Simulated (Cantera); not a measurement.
# Carbon deposition, reforming and gasification: C₂H₆ + O₂ + H₂

Charge: 1 mol C₂H₆, 0.03 mol O₂, 48 mol H₂, equilibrated at 0.100 bar.

Method: chemical equilibrium by Gibbs-energy minimisation in Cantera with the NASA 1993 tables (ideal gas, pure condensed phases). Candidate condensed phases: C, C₆H₆, C₇H₈, C₈H₁₈, H₂O; 110 gas species. The numbers say what is thermodynamically allowed, not how fast it happens.

```tsv
T (K)	x H₂	x H	x C₂H₂ (acetylene)	x CO	x CH₄	x CH₃	n C(graphite)
1798	0.997	0.00111	0.000172	0.00117	7.71e-5	1.74e-6	1.92
1823	0.997	0.00137	0.000211	0.00117	7.09e-5	1.97e-6	1.91
1848	0.997	0.00167	0.000257	0.00117	6.55e-5	2.21e-6	1.91
1873	0.996	0.00204	0.000311	0.00117	6.05e-5	2.49e-6	1.90
1898	0.996	0.00247	0.000375	0.00117	5.61e-5	2.78e-6	1.90
1923	0.995	0.00297	0.000449	0.00117	5.21e-5	3.11e-6	1.89
1948	0.995	0.00356	0.000536	0.00117	4.84e-5	3.46e-6	1.88
1973	0.994	0.00425	0.000637	0.00117	4.51e-5	3.83e-6	1.87
1998	0.993	0.00505	0.000753	0.00117	4.21e-5	4.24e-6	1.86
2023	0.992	0.00598	0.000886	0.00117	3.93e-5	4.68e-6	1.85
2048	0.991	0.00705	0.00104	0.00117	3.68e-5	5.14e-6	1.83
2073	0.989	0.00827	0.00121	0.00117	3.45e-5	5.64e-6	1.81
2098	0.988	0.00967	0.00141	0.00117	3.23e-5	6.17e-6	1.79
```
x: gas mole fraction; n: condensed amount in mol.

From 1798 K to 2098 K the condensed part is C(graphite). The main C-bearing gas is CO at 1798 K and C₂H₂ (acetylene) at 2098 K. The share of C in condensed phases is highest at 1798 K (95.9 %) and lowest at 2098 K (89.7 %).
